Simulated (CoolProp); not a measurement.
Model: reference Helmholtz-energy equation of state, Wu 2011, in CoolProp.

Give the vapour pressure (MPa), vapour density (kg/m³), surface tension (mN/m), liquid viscosity (µPa s) of saturated dimethyl ether at -53.15, 7.75 °C.


```csv
T (°C),p (MPa),vapour density (kg/m³),surface tension (mN/m),liquid viscosity (µPa s)
-53.15,0.0245,0.625,23.1,305
7.75,0.347,7.47,13.8,149
```

Viscosity comes from a separate model (Meng 2012). Surface tension comes from a separate correlation (Mulero 2012).
